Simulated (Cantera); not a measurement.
# Adiabatic ignition

An adiabatic, constant-pressure homogeneous reactor starts with 5.17 % CH3OH, 19.9 % O2, 74.9 % N2, at 1275 K and 1730 Torr.

Detailed kinetics in Cantera: GRI-Mech 3.0 (53 species, 325 reactions). GRI-Mech 3.0 was tuned for natural gas; its chemistry of methanol as a main component is partial and can be far from experiment.

```
t (s)     T (K)  x CH3OH   x O2      x NO      x H2       x O
--------  -----  -------  -----  --------  --------  --------
3.00e-6    1275   0.0517  0.199    <1e-12   6.89e-8  4.27e-10
1.26e-5    1275   0.0517  0.199    <1e-12   3.17e-7  4.52e-10
5.27e-5    1275   0.0517  0.199    <1e-12   1.46e-6  5.06e-10
0.000221   1275   0.0517  0.199    <1e-12   7.60e-6  6.76e-10
0.000924   1276   0.0513  0.199    <1e-12  0.000120   4.80e-9
0.00387    2148   <1e-12  0.118   6.28e-5  0.000157  0.000438
0.0162     2147   <1e-12  0.117  0.000321  0.000156  0.000436
0.0680     2145   <1e-12  0.117   0.00134  0.000154  0.000429
0.285      2139   <1e-12  0.115   0.00445  0.000149  0.000408
1.19       2132   <1e-12  0.114   0.00749  0.000144  0.000388
5.00       2132   <1e-12  0.114   0.00763  0.000143  0.000387
```
x: mole fraction; the columns are a selection and need not sum to one.

The time of steepest temperature rise is 1.84 ms. The temperature at 5.00 s is 2132 K, the equilibrium temperature is 2132 K and the x(CH3OH) at 5.00 s comes out as <1e-12 (gas-phase equilibrium <1e-12). The x(O2) at 5.00 s is 0.114 (gas-phase equilibrium 0.114) and the x(NO) at 5.00 s is 0.00763 (gas-phase equilibrium 0.00763).
